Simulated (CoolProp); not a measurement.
Dodecamethylpentasiloxane (MD3M) along the isotherm 164.05 °C: fugacity coefficient from the reference equation and from simpler models built on Tc = 354.9 °C, pc = 954.0 kPa, ω = 0.730; each cubic takes its own stable root.

The numbers come from the reference Helmholtz-energy equation of state, Thol 2019 in CoolProp.

```csv
p (kPa),phase,reference,van der Waals,Redlich-Kwong
30.2,liquid,0.5295,0.9781,0.9705
45.5,liquid,0.3522,0.9671,0.9557
68.7,liquid,0.2341,0.9503,0.9331
104,liquid,0.1554,0.9247,0.7095
156,liquid,0.1044,0.8869,0.4775
236,liquid,0.06981,0.6905,0.3202
356,liquid,0.04709,0.4724,0.2169
536,liquid,0.03210,0.3288,0.1488
809,liquid,0.02212,0.2337,0.1035
1220,liquid,0.01556,0.1720,0.07384
1840,liquid,0.01128,0.1332,0.05459
2780,liquid,0.008544,0.1111,0.04252
4190,liquid,0.006931,0.1034,0.03587
6320,liquid,0.006211,0.1128,0.03392
9540,liquid,0.006460,0.1554,0.03792
```

At some of these states van der Waals, Redlich-Kwong gives the other phase, because its saturation line lies elsewhere.
